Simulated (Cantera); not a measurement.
**CaF2 + H2 + O2 (halide evaporation, hydrolysis and transport)**

Charge: 1 mol CaF2, 0.16 mol H2, 3.7 mol O2, equilibrated at 2198 K.

These are equilibrium values from Cantera (NASA tables, ideal gas, pure condensed phases), not measurements of a reactor. Candidate condensed phases: Ca, CaF2, CaO, Ca(OH)2, H2O; 29 gas species. Mutual solubility and eutectic melting of coexisting phases are not modelled. Equilibrium is a limit: real reactors are often held back by kinetics, nucleation or transport.

| P (Pa) | log p O2 | log p O | log p CaF2 | log p HF | log p F | log p CaF | log p H2O | log p H | log p Ca | n CaO(s) | n CaF2(l) |
|---|---|---|---|---|---|---|---|---|---|---|---|
| 0.100 | -7.12 | -6.13 | -7.10 | -7.68 | -7.48 | -7.56 | -11.65 | -7.78 | -7.88 | 0 | 0 |
| 0.560 | -5.86 | -5.50 | -6.21 | -6.79 | -7.27 | -6.87 | -9.67 | -7.10 | -7.40 | 0 | 0 |
| 3.20 | -4.83 | -4.99 | -5.35 | -5.98 | -7.17 | -6.12 | -7.73 | -6.38 | -6.76 | 0 | 0 |
| 18 | -3.96 | -4.55 | -4.53 | -5.15 | -6.80 | -5.66 | -6.36 | -5.92 | -6.67 | 0.0679 | 0 |
| 100 | -3.16 | -4.15 | -3.76 | -4.32 | -6.22 | -5.48 | -5.47 | -5.68 | -7.07 | 0.113 | 0 |
| 560 | -2.39 | -3.77 | -3.00 | -3.53 | -5.65 | -5.29 | -4.66 | -5.46 | -7.45 | 0.126 | 0 |
| 3200 | -1.62 | -3.38 | -2.24 | -2.76 | -5.07 | -5.10 | -3.88 | -5.26 | -7.83 | 0.132 | 0 |
| 18000 | -0.84 | -2.99 | -1.66 | -2.00 | -4.59 | -5.01 | -2.94 | -4.99 | -8.23 | 0.125 | 0.329 |
| 100000 | -0.04 | -2.59 | -1.66 | -1.39 | -4.39 | -5.21 | -1.73 | -4.58 | -8.63 | 0.0799 | 0.833 |
log p: log10 of the partial pressure in bar; n: condensed amount in mol.

From 1.00e-6 bar to 3.20e-5 bar nothing is condensed. From 0.000180 bar to 0.0320 bar the condensed part is CaO(s). From 0.180 bar to 1.00 bar the condensed part is CaF2(l) + CaO(s). The main Ca-bearing gas is CaF2 throughout.
